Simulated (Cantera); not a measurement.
# Pyrogenic steam for wet oxidation

A perfectly stirred reactor is fed with 36.5 % H2, 39.2 % O2, 24.3 % N2, at 0.132 atm; it is held at 1000 K, and followed from long to short residence time.

Model: the H2/O2 subset of GRI-Mech 3.0, which has no nitrogen chemistry, integrated in Cantera. Radical loss at walls, strong at low pressure, is not modelled. The temperature is held fixed by assumption; the heat of reaction is taken as removed at once.

```json
[
 {"τ (s)": "5.3", "x H2": "0.00121", "x O2": "0.257", "x O": "1.21e-5", "x H": "2.22e-6", "x H2O2": "5.75e-6", "x OH": "3.39e-5", "x H2O": "0.445"},
 {"τ (s)": "2.0", "x H2": "0.00204", "x O2": "0.257", "x O": "2.55e-5", "x H": "5.85e-6", "x H2O2": "7.65e-6", "x OH": "5.27e-5", "x H2O": "0.443"},
 {"τ (s)": "0.73", "x H2": "0.00339", "x O2": "0.258", "x O": "5.38e-5", "x H": "1.59e-5", "x H2O2": "8.59e-6", "x OH": "8.59e-5", "x H2O": "0.442"},
 {"τ (s)": "0.27", "x H2": "0.00548", "x O2": "0.258", "x O": "0.000108", "x H": "4.29e-5", "x H2O2": "8.48e-6", "x OH": "0.000142", "x H2O": "0.439"},
 {"τ (s)": "0.099", "x H2": "0.00882", "x O2": "0.260", "x O": "0.000213", "x H": "0.000116", "x H2O2": "7.73e-6", "x OH": "0.000236", "x H2O": "0.435"},
 {"τ (s)": "0.037", "x H2": "0.0140", "x O2": "0.261", "x O": "0.000398", "x H": "0.000307", "x H2O2": "6.88e-6", "x OH": "0.000391", "x H2O": "0.428"},
 {"τ (s)": "0.014", "x H2": "0.0221", "x O2": "0.264", "x O": "0.000719", "x H": "0.000795", "x H2O2": "6.28e-6", "x OH": "0.000639", "x H2O": "0.418"},
 {"τ (s)": "0.0050", "x H2": "0.0356", "x O2": "0.269", "x O": "0.00131", "x H": "0.00215", "x H2O2": "5.98e-6", "x OH": "0.00106", "x H2O": "0.400"},
 {"τ (s)": "0.0018", "x H2": "0.0569", "x O2": "0.276", "x O": "0.00232", "x H": "0.00561", "x H2O2": "5.82e-6", "x OH": "0.00170", "x H2O": "0.370"},
 {"τ (s)": "0.00068", "x H2": "0.0880", "x O2": "0.287", "x O": "0.00389", "x H": "0.0133", "x H2O2": "5.40e-6", "x OH": "0.00255", "x H2O": "0.325"},
 {"τ (s)": "0.00025", "x H2": "0.135", "x O2": "0.303", "x O": "0.00623", "x H": "0.0286", "x H2O2": "4.40e-6", "x OH": "0.00350", "x H2O": "0.253"}
]
```
x: mole fraction; the columns are a selection and need not sum to one.
